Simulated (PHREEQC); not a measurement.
Consider water at 53 °C with 71 mmol/kgw K2CO3, 0.085 mmol/kgw Al(NO3)3 and 0.04 mmol/kgw CO2. Closed to the air; pH follows from the charge balance.

Model: ion-association model, wateq4f.dat, run in PHREEQC.

This is a speciation only: nothing precipitates in the calculation.

Problem. Predict the pH, ionic strength.

Solution. pH 10.79; ionic strength 0.207 mol/kgw.

Problem. In which forms is C present?

Solution. CO3-2 91 %, HCO3- 8.5 % of the C.

At this temperature some constants are extrapolated from 25 °C, and those without enthalpy data are left unchanged.
